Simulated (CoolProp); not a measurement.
Computed with CoolProp (reference Helmholtz-energy equation of state, Polt 1992). This equation is an older, rougher fit; its heat capacities, sound speeds and derivatives of the liquid may be far off and weren't checked against measurements.

### Question
Give the vapour pressure (bar), liquid density (kg/m³), vapour density (kg/m³), enthalpy of vaporisation (kJ/kg) of saturated propyne at 286.7, 297.9, 353.9 K.

### Answer
| T (K) | p (bar) | liquid density (kg/m³) | vapour density (kg/m³) | enthalpy of vaporisation (kJ/kg) |
|---|---|---|---|---|
| 286.7 | 4.13 | 630 | 7.61 | 480 |
| 297.9 | 5.78 | 612 | 10.5 | 466 |
| 353.9 | 22.8 | 509 | 43.4 | 354 |
